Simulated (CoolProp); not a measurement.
A closed Brayton cycle with carbon dioxide: compressor inlet 331.15 K and 8 MPa, high pressure 16.6 MPa, turbine inlet 640 K, compressor efficiency 0.8, turbine efficiency 0.9, recuperator effectiveness 0.8 (on enthalpy, no pinch check). Each further row changes one setting.

Values from CoolProp's reference Helmholtz-energy equation of state, Span 1996.

```csv
case,thermal efficiency (%),net work (kJ/kg),compressor to turbine work,compressor exit (K),turbine exit (K)
as stated,[?],31.0,0.57,396.7,563.9
turbine inlet 590 K,16.2,[?],[?],396.7,516.9
compressor inlet 341.15 K,[?],[?],0.63,[?],563.9
high pressure 14.1 MPa,17.5,[?],0.55,381.6,[?]
recuperator effectiveness 0.5,13.9,31.0,0.57,396.7,563.9
```

### Question
What belongs in the gaps?

### Answer

- as stated, thermal efficiency (%): 18.8
- turbine inlet 590 K, net work (kJ/kg): 23.9
- turbine inlet 590 K, compressor to turbine work: 0.64
- compressor inlet 341.15 K, thermal efficiency (%): 17.2
- compressor inlet 341.15 K, net work (kJ/kg): 26.8
- compressor inlet 341.15 K, compressor exit (K): 410.1
- high pressure 14.1 MPa, net work (kJ/kg): 26.1
- high pressure 14.1 MPa, turbine exit (K): 580.8
